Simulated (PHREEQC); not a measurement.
0.3 g of hydrous ferric oxide (600 m²/g; 0.2 weak and 0.005 strong sites per Fe, Dzombak-Morel constants, diffuse double layer) in 1 kg of water with 0.001 mol/kgw of an inert sodium salt and 1.4e-05 mol H3BO3 and 4.7e-06 mol ZnCl2, at 25 °C; the pH is set by adding NaOH or the inert anion's acid. O2 is buffered at 0.21 atm. CO2 from the air is kept out. No solid was allowed to form.

Model: ion-association model, wateq4f.dat, run in PHREEQC.

| pH | B sorbed (%) | Zn sorbed (%) | surface charge σ (C/m²) | surface potential ψ (mV) |
|---|---|---|---|---|
| 4 | 0.2 | 0.0 | 0.121 | 209 |
| 4.67 | 0.2 | 0.4 | 0.069 | 183 |
| 5.33 | 0.2 | 5.7 | (withheld) | 153 |
| 6 | 0.2 | 48.7 | 0.019 | 120 |
| 6.67 | 0.2 | 94.1 | 0.009 | 83 |
| 7.33 | 0.2 | 99.7 | 0.004 | 46 |
| 8 | 0.2 | 100.0 | 0.001 | 7 |
| 8.67 | 0.2 | 100.0 | -0.002 | -32 |
| 9.33 | 0.1 | 100.0 | -0.007 | -69 |
| 10 | 0.0 | 100.0 | -0.015 | -106 |
| 10.67 | 0.0 | 100.0 | -0.035 | (withheld) |
| 11.33 | 0.0 | 100.0 | (withheld) | -165 |
| 12 | 0.0 | 99.9 | -0.199 | -175 |

Question: Some entries are withheld; supply them.

Answer: 
- 5.33, surface charge σ (C/m²): 0.038
- 10.67, surface potential ψ (mV): -140
- 11.33, surface charge σ (C/m²): -0.085

Complexes and solids missing from the database can't appear.
